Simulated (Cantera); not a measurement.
Mixture: H₂ : O₂ : N₂ = 1 : 0.515 : 3.25 (molar parts), at 18.8 atm, adiabatic and at constant pressure. Ignition delay is the time to a rise of 400 K.

Model: the H2/O2 subset of GRI-Mech 3.0, which has no nitrogen chemistry, integrated in Cantera. The hydrogen kinetics of GRI-Mech 3.0 are dated; newer H2 mechanisms differ, most at raised pressure. The pressure lies above the range GRI-Mech 3.0 was tuned for (to about 10 atm).

Q: What does this change do: O2 0.515 to 0.23 parts?

A: 
```
quantity           before     after
---------------  --------  --------
delay at 1075 K   1.70 ms   1.80 ms
delay at 1150 K  0.387 ms  0.417 ms
delay at 1225 K   87.1 µs   94.7 µs
delay at 1300 K   15.4 µs   19.3 µs
delay at 1375 K   3.36 µs   5.66 µs
delay at 1450 K   1.72 µs   3.08 µs
```
